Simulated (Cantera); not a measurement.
Charge: 1 mol AlCl₃, 2.3 mol H₂O, 4.3 mol H₂, at 0.0540 bar.

Equilibrium computed with Cantera from the NASA thermochemical tables; the gas is ideal and each condensed phase is pure. Candidate condensed phases: Al, AlCl₃, Al₂O₃, H₂O; 29 gas species. The tables' values for AlCl₂ are old estimates; treat these amounts as uncertain. Condensed phases not in the tables: AlOCl. The numbers say what is thermodynamically allowed, not how fast it happens.

x: gas mole fraction; n: condensed amount in mol.

```json
[
 {"T (°C)": "327", "x H₂": "0.531", "x HCl": "0.370", "x H₂O": "0.0988", "x H": "<1e-12", "x Cl": "<1e-12", "n Al₂O₃(s)": "0.500"},
 {"T (°C)": "527", "x H₂": "0.531", "x HCl": "0.370", "x H₂O": "0.0988", "x H": "9.08e-12", "x Cl": "___", "n Al₂O₃(s)": "0.500"},
 {"T (°C)": "727", "x H₂": "0.531", "x HCl": "0.370", "x H₂O": "0.0988", "x H": "7.12e-9", "x Cl": "___", "n Al₂O₃(s)": "0.500"},
 {"T (°C)": "927", "x H₂": "0.531", "x HCl": "0.370", "x H₂O": "0.0988", "x H": "6.19e-7", "x Cl": "___", "n Al₂O₃(s)": "0.500"},
 {"T (°C)": "1127", "x H₂": "0.531", "x HCl": "0.370", "x H₂O": "0.0988", "x H": "1.53e-5", "x Cl": "___", "n Al₂O₃(s)": "0.500"},
 {"T (°C)": "1327", "x H₂": "0.531", "x HCl": "0.370", "x H₂O": "0.0988", "x H": "0.000170", "x Cl": "___", "n Al₂O₃(s)": "0.500"},
 {"T (°C)": "1527", "x H₂": "0.530", "x HCl": "0.369", "x H₂O": "0.0987", "x H": "0.00112", "x Cl": "___", "n Al₂O₃(s)": "0.500"},
 {"T (°C)": "1727", "x H₂": "0.528", "x HCl": "0.366", "x H₂O": "0.0984", "x H": "0.00508", "x Cl": "___", "n Al₂O₃(s)": "0.500"},
 {"T (°C)": "1927", "x H₂": "0.519", "x HCl": "0.356", "x H₂O": "0.0979", "x H": "0.0175", "x Cl": "___", "n Al₂O₃(s)": "0.497"}
]
```

**Question.** Complete the blanks.

**Answer.** 
- 527, x Cl: 6.56e-12
- 727, x Cl: 4.62e-9
- 927, x Cl: 3.74e-7
- 1127, x Cl: 8.76e-6
- 1327, x Cl: 9.40e-5
- 1527, x Cl: 0.000598
- 1727, x Cl: 0.00263
- 1927, x Cl: 0.00871
